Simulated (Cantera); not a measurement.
Input: 1 mol SiHCl₃, 1.4 mol N₂, 0.54 mol H₂, at 798.15 K and 47.0 Pa.

Cantera equilibrium calculation (NASA polynomials, part measured and part estimated; ideal gas, pure solids and liquids). Candidate condensed phases: NH₄Cl, Si, Si₃N₄; 28 gas species. N₂ is the only nitrogen source here; it is nearly inert below about 1500 K, so the nitride shown seldom forms there in practice. Rates play no part.

Q: What is the equilibrium state?

A: 
| Quantity | Value |
|---|---|
| x(HCl) | 0.381 |
| x(N₂) | 0.331 |
| x(SiCl₄) | 0.145 |
| x(H₂) | 0.142 |
| x(SiHCl₃) | 4.78e-5 |
| x(SiCl₃) | 3.89e-6 |
| n(Si₃N₄(s)) | 0.183 mol |
| gas amount | 3.123 mol |
| log10 activity of Si(s) (absent) | -7.94 |
